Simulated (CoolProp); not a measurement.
A closed Brayton cycle with dry air: compressor inlet 324.15 K and 3.2 MPa, high pressure 10.7 MPa, turbine inlet 980 K, compressor efficiency 0.89, turbine efficiency 0.9, recuperator effectiveness 0 (on enthalpy, no pinch check). Each further row changes one setting.

Values from CoolProp's reference Helmholtz-energy equation of state, Lemmon 2000. It is a pseudo-pure fit of the blend.

```json
[
 {"case": "as stated", "thermal efficiency (%)": "20.6", "net work (kJ/kg)": "115", "compressor to turbine work": "0.57", "compressor exit (K)": "474.9", "turbine exit (K)": "743.5"},
 {"case": "turbine inlet 930 K", "thermal efficiency (%)": "20.2", "net work (kJ/kg)": "101", "compressor to turbine work": "0.60", "compressor exit (K)": "474.9", "turbine exit (K)": "703.8"},
 {"case": "compressor inlet 334.15 K", "thermal efficiency (%)": "20.3", "net work (kJ/kg)": "110", "compressor to turbine work": "0.59", "compressor exit (K)": "489.2", "turbine exit (K)": "743.5"},
 {"case": "high pressure 9.09 MPa", "thermal efficiency (%)": "18.5", "net work (kJ/kg)": "107", "compressor to turbine work": "0.55", "compressor exit (K)": "451.5", "turbine exit (K)": "771.9"},
 {"case": "recuperator effectiveness 0.5", "thermal efficiency (%)": "27.7", "net work (kJ/kg)": "115", "compressor to turbine work": "0.57", "compressor exit (K)": "474.9", "turbine exit (K)": "743.5"}
]
```
